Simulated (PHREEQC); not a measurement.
## Brine: an equilibrium model

A solution holds 1.1 mol/kgw MgSO4, 0.061 mol/kgw Na2SO4 and 0.12 mol/kgw MgCl2, at 70 °C. Closed to the air; pH follows from the charge balance.

Equilibrium calculation in PHREEQC: Pitzer model, pitzer.dat.

Each row changes one thing in this solution. No solid was allowed to form.

```tsv
case	MgOH+ (mol/kgw)	HSO4- (mol/kgw)	SI of Hexahydrite (MgSO4:6H2O)	SI of Epsomite (MgSO4:7H2O)
as made	1.23e-5	1.11e-5	-1.06	-1.16
diluted 100-fold with water	(withheld)	6.81e-7	-3.08	-3.17
Na2SO4 from 0.061 to 0.0122 mol/kgw	(withheld)	1.09e-5	-1.06	-1.16
temperature from 70 to 15 °C	(withheld)	(withheld)	-0.89	-0.52
MgSO4 left out	2.22e-6	1.83e-6	-2.27	(withheld)
```

Question: Fill in the missing entries.

Answer: 
- diluted 100-fold with water, MgOH+ (mol/kgw): 6.47e-7
- Na2SO4 from 0.061 to 0.0122 mol/kgw, MgOH+ (mol/kgw): 1.21e-5
- temperature from 70 to 15 °C, MgOH+ (mol/kgw): 9.25e-7
- temperature from 70 to 15 °C, HSO4- (mol/kgw): 6.27e-7
- MgSO4 left out, SI of Epsomite (MgSO4:7H2O): -2.36

Species that the database lacks are ignored. Constants without temperature data keep their 25 °C values here.
